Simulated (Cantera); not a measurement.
# Reactions in the system Cr-H-O

Cantera with NASA thermochemical tables; ideal gases at 1 bar, condensed phases pure. Values are per mole of reaction as written; species without (g) are pure solids or liquids, kept so even where they would boil at 1 bar.

6 OH(g) + Cr ⇌ CrO3(g) + 3 H2O(g)

```tsv
T (K)	ΔH° (kJ)	ΔS° (J/K)	ΔG° (kJ)	log10 K
1175	-1273.5	-328.4	-887.6	39.46
1250	-1274.5	-329.2	-863.0	36.06
1325	-1275.6	-330.1	-838.2	33.04
1400	-1276.7	-330.9	-813.5	30.35
1475	-1277.8	-331.7	-788.6	27.93
1550	-1279.1	-332.5	-763.7	25.74
1625	-1280.3	-333.3	-738.7	23.75
```
